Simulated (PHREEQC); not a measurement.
Dissolve 0.23 mol H2SO4 and 0.0035 mol ZnSO4 per kg of water at 20 °C. Closed to the air; pH follows from the charge balance.

Computed with PHREEQC (ion-association model, wateq4f.dat).

Problem. The ionic strength comes out as 0.297 mol/kgw. What activity coefficients do HSO4-, Zn(SO4)2-2, SO4-2, Zn+2, H+ get?

Solution. HSO4- 0.70, Zn(SO4)2-2 0.29, SO4-2 0.25, Zn+2 0.29, H+ 0.78.

No solid was allowed to form.
